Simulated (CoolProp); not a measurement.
Properties of fluorine along the isobar 7460 kPa (Tc = 144.4 K, pc = 5240 kPa, ω = 0.045).

Values from CoolProp's reference Helmholtz-energy equation of state, de Reuck 1990.

```json
[
 {"T (K)": "99.9", "phase": "liquid", "density (kg/m³)": "1418", "cv (kJ/(kg K))": "0.7847", "Joule-Thomson coefficient (K/MPa)": "-0.2243", "fugacity coefficient": "0.06550"},
 {"T (K)": "110.9", "phase": "liquid", "density (kg/m³)": "1334", "cv (kJ/(kg K))": "0.7553", "Joule-Thomson coefficient (K/MPa)": "-0.1528", "fugacity coefficient": "0.1344"},
 {"T (K)": "121.8", "phase": "liquid", "density (kg/m³)": "1238", "cv (kJ/(kg K))": "0.7320", "Joule-Thomson coefficient (K/MPa)": "-0.03229", "fugacity coefficient": "0.2331"},
 {"T (K)": "132.8", "phase": "liquid", "density (kg/m³)": "1121", "cv (kJ/(kg K))": "0.7165", "Joule-Thomson coefficient (K/MPa)": "0.2093", "fugacity coefficient": "0.3593"},
 {"T (K)": "143.8", "phase": "liquid", "density (kg/m³)": "950.4", "cv (kJ/(kg K))": "0.7257", "Joule-Thomson coefficient (K/MPa)": "0.8401", "fugacity coefficient": "0.5008"},
 {"T (K)": "154.7", "phase": "supercritical", "density (kg/m³)": "548.2", "cv (kJ/(kg K))": "0.8269", "Joule-Thomson coefficient (K/MPa)": "3.654", "fugacity coefficient": "0.6298"},
 {"T (K)": "165.7", "phase": "supercritical", "density (kg/m³)": "333.5", "cv (kJ/(kg K))": "0.6954", "Joule-Thomson coefficient (K/MPa)": "4.657", "fugacity coefficient": "0.7104"},
 {"T (K)": "176.6", "phase": "supercritical", "density (kg/m³)": "268.5", "cv (kJ/(kg K))": "0.6580", "Joule-Thomson coefficient (K/MPa)": "4.367", "fugacity coefficient": "0.7659"}
]
```
